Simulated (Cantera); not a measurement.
## Equilibrium for fluorocarbon and chlorocarbon gases: C₂F₆ + H₂ + HF

Charge: 1 mol C₂F₆, 2.9 mol H₂, 0.00015 mol HF, equilibrated at 0.130 bar.

These are equilibrium values from Cantera (NASA tables, ideal gas, pure condensed phases), not measurements of a reactor. Candidate condensed phases: C, C₆H₆, C₇H₈, C₈H₁₈; 110 gas species. Ions and electrons are included (thermal ionisation). The feed counts by its element totals alone. Rates play no part.

From 3000 K to 3250 K the condensed part is C(graphite). From 3500 K to 5000 K nothing is condensed. The main C-bearing gas is C₃ at 3000 K and C at 5000 K.

| T (K) | log p HF | log p F | log p H | log p C | log p C₃ | log p CF | log p C₂ | n C(graphite) |
|---|---|---|---|---|---|---|---|---|
| 3000 | -0.92 | -2.19 | -2.55 | -4.30 | -3.51 | -3.12 | -4.50 | 1.90 |
| 3250 | -0.99 | -1.94 | -2.07 | -3.34 | -2.44 | -2.67 | -3.41 | 1.17 |
| 3500 | -1.12 | -1.70 | -1.75 | -2.72 | -2.12 | -2.45 | -2.88 | 0 |
| 3750 | -1.29 | -1.50 | -1.52 | -2.34 | -2.29 | -2.42 | -2.71 | 0 |
| 4000 | -1.55 | -1.37 | -1.38 | -2.05 | -2.60 | -2.49 | -2.67 | 0 |
| 4250 | -1.87 | -1.31 | -1.31 | -1.87 | -3.09 | -2.68 | -2.78 | 0 |
| 4500 | -2.22 | -1.27 | -1.29 | -1.78 | -3.75 | -2.95 | -3.03 | 0 |
| 4750 | -2.56 | -1.26 | -1.27 | -1.75 | -4.48 | -3.24 | -3.34 | 0 |
| 5000 | -2.88 | -1.25 | -1.27 | -1.74 | -5.18 | -3.53 | -3.65 | 0 |
log p: log10 of the partial pressure in bar; n: condensed amount in mol.
